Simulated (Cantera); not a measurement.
Catalytic combustion on Pt

An isothermal plug-flow reactor at 498 K and 101000 Pa (inlet), inlet velocity 2.1 m/s, active area per volume 550 1/m; feed 0.477 % H₂, 1.59 % O₂, 96.6 % N₂, 1.34 % H₂O, equivalence ratio 0.15.

Detailed kinetics in Cantera: Deutschmann's 1995 Pt surface mechanism with GRI-Mech 3.0 gas chemistry. Catalytic surfaces can have several steady states; this one follows from the mechanism file's or the stated starting coverage. Mass transfer to the wall is taken as infinitely fast.

```json
[
 {"z (m)": "0.00053", "x H₂": "0.00174", "x O₂": "0.0144", "x H₂O": "0.0165", "θ free Pt": "0.176", "θ O*": "0.760", "θ OH*": "0.0634"},
 {"z (m)": "0.00089", "x H₂": "0.00119", "x O₂": "0.0141", "x H₂O": "0.0171", "θ free Pt": "0.124", "θ O*": "0.820", "θ OH*": "0.0557"},
 {"z (m)": "0.0015", "x H₂": "0.000778", "x O₂": "0.0139", "x H₂O": "0.0175", "θ free Pt": "0.0816", "θ O*": "0.871", "θ OH*": "0.0469"},
 {"z (m)": "0.0025", "x H₂": "0.000492", "x O₂": "0.0138", "x H₂O": "0.0178", "θ free Pt": "0.0522", "θ O*": "0.909", "θ OH*": "0.0385"},
 {"z (m)": "0.0041", "x H₂": "0.000309", "x O₂": "0.0137", "x H₂O": "0.0179", "θ free Pt": "0.0330", "θ O*": "0.936", "θ OH*": "0.0312"},
 {"z (m)": "0.0069", "x H₂": "0.000187", "x O₂": "0.0136", "x H₂O": "0.0181", "θ free Pt": "0.0200", "θ O*": "0.955", "θ OH*": "0.0246"},
 {"z (m)": "0.011", "x H₂": "0.000118", "x O₂": "0.0136", "x H₂O": "0.0181", "θ free Pt": "0.0127", "θ O*": "0.968", "θ OH*": "0.0197"},
 {"z (m)": "0.019", "x H₂": "6.87e-5", "x O₂": "0.0136", "x H₂O": "0.0182", "θ free Pt": "0.00740", "θ O*": "0.977", "θ OH*": "0.0152"},
 {"z (m)": "0.032", "x H₂": "4.09e-5", "x O₂": "0.0136", "x H₂O": "0.0182", "θ free Pt": "0.00441", "θ O*": "0.984", "θ OH*": "0.0118"},
 {"z (m)": "0.053", "x H₂": "2.47e-5", "x O₂": "0.0136", "x H₂O": "0.0182", "θ free Pt": "0.00267", "θ O*": "0.988", "θ OH*": "0.00916"}
]
```
x: gas mole fraction; θ: surface coverage.
